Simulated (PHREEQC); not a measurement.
## Copper plating or etch bath

Consider water at 54 °C with 0.001 mol CuCl2, 0.00047 mol H2SO4 and 0.00034 mol Na2SO4 per kg of water. Closed to the air; pH follows from the charge balance.

The numbers come from PHREEQC with the ion-association model, phreeqc.dat.

* **pH**: 3.10
* **ionic strength**: 0.00493 mol/kgw
* **specific conductance**: 1120 µS/cm
* **total alkalinity**: -0.940 meq/kg

```
species  molality  activity   log γ
-------  --------  --------  ------
Cl-       0.00199   0.00183  -0.035
Cu+2     0.000909  0.000670  -0.133
H+       0.000860  0.000800  -0.031
Na+      0.000678  0.000627  -0.034
SO4-2    0.000650  0.000475  -0.136
HSO4-     8.05e-5   7.43e-5  -0.035
CuSO4     7.79e-5   7.80e-5   0.000
CuCl+     1.31e-5   1.21e-5  -0.035
```

No solid was allowed to form. Constants without temperature data keep their 25 °C values here.
